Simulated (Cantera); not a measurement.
Input: 1 mol CuO, 0.34 mol CH4, 3.7 mol N2, held at 2275 K and 28.0 mbar.

Equilibrium computed with Cantera from the NASA thermochemical tables; the gas is ideal and each condensed phase is pure. Equilibrium is a limit: real reactors are often held back by kinetics, nucleation or transport.

| species | before | after |
|---|---|---|
| N2 | 0.641 | 0.653 |
| Cu | 0.173 | 0.176 |
| H2O | 0.0847 | 0.0838 |
| H2 | 0.0269 | 0.0164 |
| CO | 0.0376 | 0.0275 |
| CO2 | 0.0214 | 0.0255 |
| O2 | 0.00114 | 0.00302 |
| CuO | 8.24e-5 | 0.000137 |
| NO | 0.000989 | 0.00162 |
| O | 0.000865 | 0.00141 |
| H | 0.00833 | 0.00649 |
| OH | 0.00408 | 0.00517 |
Gas species are given as mole fractions.

### Question
Which change was made?
(A) pressure from 28.0 mbar to 0.480 bar
(B) CH4 from 0.34 to 0.62 mol
(C) CH4 from 0.34 to 0.3 mol
(D) CH4 from 0.34 to 0.52 mol

### Answer
C, CH4 from 0.34 to 0.3 mol
